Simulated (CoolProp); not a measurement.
C2F6 (R116) along the isotherm -18.15 °C: Z from the reference equation and from simpler models built on Tc = 19.9 °C, pc = 3.048 MPa, ω = 0.257; each cubic takes its own stable root.

The numbers come from the reference Helmholtz-energy equation of state, Lemmon 2006 in CoolProp. It is a short technical equation, of lower accuracy than the large ones.

```json
[
 {"p (MPa)": "0.00482", "phase": "gas", "reference": "0.9992", "van der Waals": "0.9993", "Redlich-Kwong": "0.9992", "Soave-Redlich-Kwong": "0.9992", "Peng-Robinson": "0.9991"},
 {"p (MPa)": "0.00707", "phase": "gas", "reference": "0.9988", "van der Waals": "0.9990", "Redlich-Kwong": "0.9988", "Soave-Redlich-Kwong": "0.9988", "Peng-Robinson": "0.9987"},
 {"p (MPa)": "0.0104", "phase": "gas", "reference": "0.9982", "van der Waals": "0.9986", "Redlich-Kwong": "0.9983", "Soave-Redlich-Kwong": "0.9982", "Peng-Robinson": "0.9980"},
 {"p (MPa)": "0.0152", "phase": "gas", "reference": "0.9974", "van der Waals": "0.9979", "Redlich-Kwong": "0.9975", "Soave-Redlich-Kwong": "0.9973", "Peng-Robinson": "0.9971"},
 {"p (MPa)": "0.0224", "phase": "gas", "reference": "0.9961", "van der Waals": "0.9970", "Redlich-Kwong": "0.9963", "Soave-Redlich-Kwong": "0.9961", "Peng-Robinson": "0.9957"},
 {"p (MPa)": "0.0328", "phase": "gas", "reference": "0.9943", "van der Waals": "0.9955", "Redlich-Kwong": "0.9945", "Soave-Redlich-Kwong": "0.9942", "Peng-Robinson": "0.9938"},
 {"p (MPa)": "0.0482", "phase": "gas", "reference": "0.9916", "van der Waals": "0.9934", "Redlich-Kwong": "0.9920", "Soave-Redlich-Kwong": "0.9915", "Peng-Robinson": "0.9908"},
 {"p (MPa)": "0.0707", "phase": "gas", "reference": "0.9876", "van der Waals": "0.9903", "Redlich-Kwong": "0.9882", "Soave-Redlich-Kwong": "0.9875", "Peng-Robinson": "0.9865"},
 {"p (MPa)": "0.104", "phase": "gas", "reference": "0.9817", "van der Waals": "0.9857", "Redlich-Kwong": "0.9825", "Soave-Redlich-Kwong": "0.9816", "Peng-Robinson": "0.9801"},
 {"p (MPa)": "0.152", "phase": "gas", "reference": "0.9730", "van der Waals": "0.9790", "Redlich-Kwong": "0.9743", "Soave-Redlich-Kwong": "0.9729", "Peng-Robinson": "0.9707"},
 {"p (MPa)": "0.224", "phase": "gas", "reference": "0.9597", "van der Waals": "0.9688", "Redlich-Kwong": "0.9618", "Soave-Redlich-Kwong": "0.9596", "Peng-Robinson": "0.9564"},
 {"p (MPa)": "0.328", "phase": "gas", "reference": "0.9399", "van der Waals": "0.9536", "Redlich-Kwong": "0.9432", "Soave-Redlich-Kwong": "0.9399", "Peng-Robinson": "0.9353"},
 {"p (MPa)": "0.482", "phase": "gas", "reference": "0.9091", "van der Waals": "0.9303", "Redlich-Kwong": "0.9147", "Soave-Redlich-Kwong": "0.9095", "Peng-Robinson": "0.9027"},
 {"p (MPa)": "0.707", "phase": "gas", "reference": "0.8600", "van der Waals": "0.8942", "Redlich-Kwong": "0.8701", "Soave-Redlich-Kwong": "0.8617", "Peng-Robinson": "0.8518"},
 {"p (MPa)": "1.04", "phase": "gas", "reference": "0.7742", "van der Waals": "0.8346", "Redlich-Kwong": "0.7957", "Soave-Redlich-Kwong": "0.7805", "Peng-Robinson": "0.7662"},
 {"p (MPa)": "1.52", "phase": "liquid", "reference": "0.07667", "van der Waals": "0.7272", "Redlich-Kwong": "0.08880", "Soave-Redlich-Kwong": "0.08405", "Peng-Robinson": "0.07414"}
]
```

At some of these states van der Waals gives the other phase, because its saturation line lies elsewhere.
